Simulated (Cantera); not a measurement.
A closed system holds: 1 mol Al, 1.2 mol HCl, 26 mol N₂, at 0.360 bar.

Equilibrium computed with Cantera from the NASA thermochemical tables; the gas is ideal and each condensed phase is pure. Candidate condensed phases: Al, AlCl₃, AlN, NH₄Cl; 20 gas species. Kinetics and transport are ignored.

Q: Which condensed phases are stable at each of these points (T (K)): 400, 500, 600, 700, 800, 900, 1000, 1100, 1200, 1300, 1400?

A: 
```
T (K)   condensed phases  Al condensed (%)
-----  -----------------  ----------------
400    AlN(s) + NH₄Cl(s)              69.9
500               AlN(s)              66.3
600               AlN(s)              70.6
700               AlN(s)              72.8
800               AlN(s)              72.5
900               AlN(s)              71.8
1000              AlN(s)              71.3
1100              AlN(s)              70.9
1200              AlN(s)              70.5
1300              AlN(s)              70.2
1400              AlN(s)              69.8
```

At 400 K the condensed part is AlN(s) + NH₄Cl(s). From 500 K to 1400 K the condensed part is AlN(s).
